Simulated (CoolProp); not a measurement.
Neopentane along the isobar 14.7 MPa: Z from the reference equation and from simpler models built on Tc = 160.6 °C, pc = 3.196 MPa, ω = 0.196; each cubic takes its own stable root.

The numbers come from the reference Helmholtz-energy equation of state, Lemmon 2006 in CoolProp. It is a short technical equation, of lower accuracy than the large ones.

```csv
T (°C),phase,reference,van der Waals,Redlich-Kwong,Soave-Redlich-Kwong,Peng-Robinson
103.35,liquid,0.6379,0.9026,0.6728,0.6637,0.5919
118.15,liquid,0.6324,0.8842,0.6669,0.6594,0.5888
133.05,liquid,0.6291,0.8678,0.6630,0.6576,0.5881
147.85,liquid,0.6281,0.8536,0.6612,0.6584,0.5900
162.75,supercritical,0.6293,0.8413,0.6614,0.6619,0.5946
177.55,supercritical,0.6329,0.8307,0.6634,0.6680,0.6019
192.35,supercritical,0.6388,0.8219,0.6674,0.6768,0.6118
207.25,supercritical,0.6473,0.8146,0.6733,0.6884,0.6246
```
